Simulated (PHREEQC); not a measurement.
PHREEQC input (Pitzer model, pitzer.dat):

```
SOLUTION 1
  temp 25
  units mol/kgw
  pH 7 charge
  Br 0.884
  Mg 0.42
  Cl 0.17
  K 0.15
  Na 0.064
  S(6) 0.006
  Ca 0.006
END
USE solution 1
INCREMENTAL_REACTIONS false
REACTION 1
  H2O -1
  0 9.886 18.011 24.689 30.178 34.689 38.397 41.444 moles
EQUILIBRIUM_PHASES 1
  Arcanite 0 0
  Bischofite 0 0
  Bloedite 0 0
  Brucite 0 0
  Carnallite 0 0
  Epsomite 0 0
  Glaserite 0 0
  Glauberite 0 0
  Gypsum 0 0
  Anhydrite 0 0
  Halite 0 0
  Hexahydrite 0 0
  Kainite 0 0
  Kieserite 0 0
  Leonite 0 0
  Mirabilite 0 0
  Misenite 0 0
  Polyhalite 0 0
  Portlandite 0 0
  Schoenite 0 0
  Sylvite 0 0
  Syngenite 0 0
  Thenardite 0 0
  MgCl2_4H2O 0 0
SELECTED_OUTPUT 1
  -reset false
  -pH true
  -pe true
  -ionic_strength true
  -water true
  -activities H2O
  -totals Br Ca Cl K Mg Na S
  -molalities H+ Na+ K+ Mg+2 Ca+2 Cl- SO4-2 Br- OH- HSO4-
    MgOH+
  -equilibrium_phases Arcanite Bischofite Bloedite Brucite Carnallite Epsomite Glaserite Glauberite Gypsum Anhydrite
    Halite Hexahydrite Kainite Kieserite Leonite Mirabilite Misenite Polyhalite Portlandite Schoenite
    Sylvite Syngenite Thenardite MgCl2_4H2O
PRINT
  -reset false
END
```

Selected output (columns that matter, 8 of 8 rows; water left (kg) added in front):

```
water left (kg)	pH	mu	Br	Ca	Cl	K	Mg	Na	S	m_H+	m_Na+	m_K+	m_Mg+2	la_H2O
1	6.1868	1.498	0.884	0.006	0.17	0.15	0.42	0.064	0.006	6.1211e-07	0.064	0.15	0.42	-0.013039
0.821894	6.0982	1.8226	1.0756	0.0073002	0.20684	0.18251	0.51101	0.077869	0.0073002	6.7707e-07	0.077869	0.18251	0.51101	-0.016416
0.675514	5.9942	2.2176	1.3086	0.0088821	0.25166	0.22205	0.62175	0.094743	0.0088821	7.5396e-07	0.094743	0.22205	0.62175	-0.020842
0.555203	5.8706	2.6981	1.5922	0.010807	0.30619	0.27017	0.75648	0.11527	0.010807	8.4656e-07	0.11527	0.27017	0.75648	-0.026725
0.456313	5.7225	3.2828	1.9373	0.013149	0.37255	0.32872	0.92042	0.14025	0.013149	9.6025e-07	0.14025	0.32872	0.92042	-0.034661
0.375043	5.5436	3.9942	2.3571	0.015998	0.45328	0.39995	1.1199	0.17065	0.015998	1.1025e-06	0.17065	0.39995	1.1199	-0.04552
0.30824	5.3264	4.8598	2.8679	0.019465	0.55152	0.48663	1.3626	0.20763	0.019465	1.2839e-06	0.20763	0.48663	1.3626	-0.060588
0.253345	5.0619	5.9129	3.4893	0.023683	0.67102	0.59208	1.6578	0.25262	0.023683	1.5183e-06	0.25262	0.59208	1.6578	-0.081754
```
